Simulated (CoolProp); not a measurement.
Propylene glycol along the isobar 8.32 MPa: fugacity coefficient from the reference equation and from simpler models built on Tc = 400.8 °C, pc = 7.292 MPa, ω = 0.327; each cubic takes its own stable root.

Values from CoolProp's reference Helmholtz-energy equation of state, Eisenbach 2021.

```
T (°C)   phase  reference  van der Waals  Redlich-Kwong  Peng-Robinson
------  ------  ---------  -------------  -------------  -------------
198.05  liquid    0.01917         0.1899        0.08356        0.04514
216.65  liquid    0.03167         0.2234         0.1118        0.06545
235.25  liquid    0.04983         0.2594         0.1452        0.09156
253.85  liquid    0.07506         0.2975         0.1836         0.1240
272.45  liquid     0.1087         0.3375         0.2270         0.1633
291.05  liquid     0.1521         0.3791         0.2748         0.2093
309.65  liquid     0.2060         0.4219         0.3265         0.2620
328.25  liquid     0.2709         0.4656         0.3813         0.3208
346.85  liquid     0.3466         0.5097         0.4383         0.3847
```
